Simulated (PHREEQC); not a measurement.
PHREEQC input (ion-association model, phreeqc.dat):

```
SOLUTION 0
  temp 15
  units mmol/kgw
  pH 7 charge
  Cl 260.01
  Sr 93
  Ca 37
  O(0) 1 O2(g) -0.68
SOLUTION 1-40
  temp 15
  units mmol/kgw
  pH 7 charge
  Cl 41.01
  Li 41
  O(0) 1 O2(g) -0.68
END
EXCHANGE 1-40
  X 0.41
  -equilibrate 1
END
SELECTED_OUTPUT 1
  -reset false
  -pH true
  -pe true
  -ionic_strength true
  -water true
  -step true
  -totals Ca Cl Li Sr
  -molalities LiX SrX2 CaX2
PRINT
  -reset false
TRANSPORT
  -cells 40
  -shifts 240
  -lengths 0.0125
  -time_step 720
  -dispersivities 0.04
  -boundary_conditions flux flux
  -correct_disp true
  -punch_cells 40
  -punch_frequency 8
END
```

Selected output (columns that matter, 11 of 31 rows; pore volumes added in front):

```
pore volumes	pH	mu	Ca	Cl	Li	Sr	m_LiX	m_SrX2	m_CaX2
0	5.0636	0.04101	0	0.04101	0.041	0	0.41	0	0
0.6125	5.0748	0.070789	0	0.070789	0.070778	0	0.41	0	0
1.2125	5.0975	0.20643	2.5237e-21	0.20643	0.20642	7.3434e-24	0.41	3.9968e-22	1.0412e-19
1.8125	5.1016	0.25138	4.2392e-09	0.25138	0.25137	2.755e-10	0.41	1.0112e-08	1.1794e-07
2.4125	5.1059	0.31143	0.024236	0.25883	0.1536	0.02837	0.077941	0.10077	0.065255
3.0125	5.1097	0.37649	0.039416	0.25986	0.026581	0.077216	0.0097822	0.14428	0.055827
3.6125	5.1102	0.38729	0.039007	0.25999	0.0053777	0.088294	0.001905	0.15286	0.051188
4.2125	5.1103	0.38943	0.038051	0.26001	0.0011511	0.091372	0.00040451	0.15566	0.049135
4.8125	5.1104	0.38988	0.037497	0.26001	0.00025294	0.092377	8.8702e-05	0.15673	0.048223
5.4125	5.1104	0.38998	0.037226	0.26001	5.6306e-05	0.092746	1.9734e-05	0.15717	0.047818
6.0125	5.1104	0.39	0.037101	0.26001	1.2616e-05	0.092892	4.4207e-06	0.15736	0.047639
```
